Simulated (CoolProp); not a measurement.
n-perfluorobutane along the isotherm 176.85 °C: Z from the reference equation and from simpler models built on Tc = 113.2 °C, pc = 2.322 MPa, ω = 0.372; each cubic takes its own stable root.

The numbers come from the reference Helmholtz-energy equation of state, Gao 2022 in CoolProp.

| p (MPa) | phase | reference |
|---|---|---|
| 1.11 | gas | 0.9066 |
| 2.22 | gas | 0.8022 |
| 3.33 | supercritical | 0.6936 |
| 4.44 | supercritical | 0.5990 |
| 5.56 | supercritical | 0.5492 |
| 6.67 | supercritical | 0.5500 |
| 7.78 | supercritical | 0.5761 |
| 8.89 | supercritical | 0.6132 |
| 10 | supercritical | 0.6553 |

Problem. How far does each simpler model (van der Waals, Redlich-Kwong, Soave-Redlich-Kwong, Peng-Robinson) lie from the reference over these 9 states: mean and median of the absolute difference, and the worst?

Solution. 
- van der Waals: mean 9.7 %, median 11.9 %, worst +17.2 % at 176.85 °C and 10 MPa
- Redlich-Kwong: mean 3.6 %, median 1.7 %, worst -10.0 % at 176.85 °C and 4.44 MPa
- Soave-Redlich-Kwong: mean 6.8 %, median 8.6 %, worst +11.5 % at 176.85 °C and 6.67 MPa
- Peng-Robinson: mean 1.9 %, median 2.1 %, worst +3.7 % at 176.85 °C and 6.67 MPa
